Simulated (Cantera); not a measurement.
## Stirred combustor or abatement burner

A perfectly stirred reactor is fed with CH4 : H2 : O2 : N2 = 1 : 0.64 : 2.32 : 8.72 (molar parts), at 1.10 bar; it is adiabatic with a 550 K inlet, and is followed from long to short residence time, starting on the burning branch (τ in s: 0.072, 0.032, 0.015, 0.0066, 0.003, 0.0014, 0.00061, 0.00028, 0.00012, 5.6e-05, 2.5e-05).

Detailed kinetics in Cantera: GRI-Mech 3.0 (53 species, 325 reactions).

```tsv
τ (s)	T (K)	x CH4	x H2	x O2	x OH	x C2H6	x HO2
0.072	2362	2.09e-6	0.00731	0.00805	0.00602	<1e-12	1.30e-6
0.032	2353	4.30e-6	0.00774	0.00877	0.00638	2.18e-12	1.42e-6
0.015	2335	8.04e-6	0.00848	0.00982	0.00692	7.54e-12	1.62e-6
0.0066	2303	1.51e-5	0.00981	0.0115	0.00776	2.59e-11	1.99e-6
0.0030	2258	2.67e-5	0.0117	0.0135	0.00877	7.88e-11	2.60e-6
0.0014	2202	4.67e-5	0.0139	0.0159	0.00977	2.28e-10	3.56e-6
0.00061	2128	8.85e-5	0.0165	0.0189	0.0107	7.69e-10	5.16e-6
0.00028	2052	0.000171	0.0191	0.0220	0.0111	2.72e-9	7.37e-6
0.00012	1964	0.000381	0.0216	0.0262	0.0109	1.34e-8	1.10e-5
5.6e-5	1881	0.000899	0.0241	0.0321	0.00982	8.13e-8	1.72e-5
2.5e-5	550	0.0789	0.0505	0.183	<1e-12	<1e-12	<1e-12
```
x: mole fraction; the columns are a selection and need not sum to one.
